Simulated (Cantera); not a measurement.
Cantera with NASA thermochemical tables; ideal gases at 1 bar, condensed phases pure. Values are per mole of reaction as written; species without (g) are pure solids or liquids, kept so even where they would boil at 1 bar.

2 B + 2 O(g) = B2O2(g), with ΔH° = -954.4 kJ and ΔS° = -91.2 J/K at 300 K.

How far is the shortcut ΔG° ≈ ΔH°(300 K) − T·ΔS°(300 K) from the full temperature-dependent value at 2298, 2348, 2398, 2448, 2498, 2548, 2598, 2648, 2698, 2748, 2798 K?


| T (K) | shortcut (kJ) | full (kJ) | difference (kJ) | difference in log10 K | condensed phases |
|---|---|---|---|---|---|
| 2298 | -744.8 | -709.8 | -35.0 | 0.80 | B(s) |
| 2348 | -740.2 | -703.8 | -36.4 | 0.81 | B(s) |
| 2398 | -735.7 | -695.8 | -39.9 | 0.87 | B(l) |
| 2448 | -731.1 | -687.7 | -43.4 | 0.93 | B(l) |
| 2498 | -726.5 | -679.5 | -47.0 | 0.98 | B(l) |
| 2548 | -722.0 | -671.3 | -50.7 | 1.04 | B(l) |
| 2598 | -717.4 | -663.1 | -54.3 | 1.09 | B(l) |
| 2648 | -712.9 | -654.9 | -58.0 | 1.14 | B(l) |
| 2698 | -708.3 | -646.7 | -61.6 | 1.19 | B(l) |
| 2748 | -703.7 | -638.4 | -65.3 | 1.24 | B(l) |
| 2798 | -699.2 | -630.1 | -69.0 | 1.29 | B(l) |
The shortcut ignores heat capacities and the phase changes listed.
